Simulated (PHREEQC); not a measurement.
Model water analysis in mmol/kgw, 5.7 °C, pH 3.28, pe 10.8: Na 4.65; K 0.0333; Ca 4.02; Mg 2.12; Cl 6.45; S(6) 7.29; Fe(3) 0.623; F 0.00439; Cd 0.0137; Zn 0.309; Al 0.58; Cu(2) 0.14.

Valence states are taken as typed.

The numbers come from PHREEQC with the ion-association model, phreeqc.dat.

Each row changes one thing in this solution. This is a speciation only: nothing precipitates in the calculation.

| case | ionic strength (mol/kgw) | SO4-2 (mol/kgw) | Ca+2 (mol/kgw) | Mg+2 (mol/kgw) | CaSO4 (mol/kgw) | FeSO4+ (mol/kgw) | SI of Gypsum (CaSO4:2H2O) | SI of Jarosite-K (KFe3(SO4)2(OH)6) |
|---|---|---|---|---|---|---|---|---|
| as made | 0.0284 | 0.00501 | 0.00327 | 0.00175 | 0.000749 | 0.000393 | -0.71 | +3.37 |
| all concentrations times 2 at the same typed pH | 0.0532 | 0.00919 | 0.00616 | 0.00331 | 0.00187 | 0.000833 | -0.30 | +4.38 |
| Mg from 2.12 to 6.36 mmol/kgw | (withheld) | 0.00463 | 0.00337 | 0.00541 | 0.000643 | 0.000369 | -0.77 | (withheld) |

Q: Fill in the missing entries.

A: 
- Mg from 2.12 to 6.36 mmol/kgw, ionic strength (mol/kgw): 0.0353
- Mg from 2.12 to 6.36 mmol/kgw, SI of Jarosite-K (KFe3(SO4)2(OH)6): +3.33

Some of these states are supersaturated (in Jarosite-K, Hematite (slow to form), for instance). At this temperature some constants are extrapolated from 25 °C, and those without enthalpy data are left unchanged. Fluoro complexes past AlF4- and FeF3 are missing from the database.
